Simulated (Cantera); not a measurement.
Charge: 1 mol SiC, 0.14 mol CO₂, 200 mol H₂, equilibrated at 1625 K and 47.0 mbar.

Method: chemical equilibrium by Gibbs-energy minimisation in Cantera with the NASA 1993 tables (ideal gas, pure condensed phases). Candidate condensed phases: C, C₆H₆, C₇H₈, C₈H₁₈, H₂O, Si, SiC, SiO₂; 123 gas species. Kinetics and transport are ignored.

Base state: H₂ 0.998, CO 0.00105, SiO 0.000352, H 0.000325 (mole fractions); condensed: SiC(s).

Task: What changes in the equilibrium state with this change: CO₂ from 0.14 to 0.66 mol?

Result: 
```tsv
species	before	after
H₂	0.998	0.993
CO	0.00105	0.00491
SiO	0.000352	0.00164
H	0.000325	0.000324
SiC(s), mol	0.929	0.669
```

Task: What changes in the equilibrium state with this change: SiC replaced by Si₃N₄?

Result: 
```json
[
 {"species": "H₂", "before": "0.998", "after": "0.990"},
 {"species": "N₂", "before": "0", "after": "0.00886"},
 {"species": "SiO", "before": "0.000352", "after": "0.000332"},
 {"species": "CO", "before": "0.00105", "after": "1.37e-5"},
 {"species": "H", "before": "0.000325", "after": "0.000324"},
 {"species": "SiC(s), mol", "before": "0.929", "after": "0.137"},
 {"species": "Si(s), mol", "before": "0", "after": "2.37"},
 {"species": "Si₂N₂O(s), mol", "before": "0", "after": "0.210"}
]
```
Mutual solubility and eutectic melting of coexisting phases are not modelled. Further candidate phases: Si₂N₂O, Si₃N₄.
